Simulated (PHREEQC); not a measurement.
## Spent oxide etchant: an equilibrium model

Dissolve 0.049 mol NH4HF2 and 0.00041 mol H2SiF6 per kg of water at 85 °C. Closed to the air; pH follows from the charge balance.

Equilibrium calculation in PHREEQC: ion-association model, phreeqc.dat.

Precipitation was switched off in this run.

Question: Estimate the pH.

Answer: pH 3.58.

Question: In which forms is F present?

Answer: HF 42 %, F- 41 %, HF2- 15 %, SiF6-2 2.4 % of the F.

Species that the database lacks are ignored. Constants without temperature data keep their 25 °C values here. SiF6-2 is the database's only silicon fluoride.
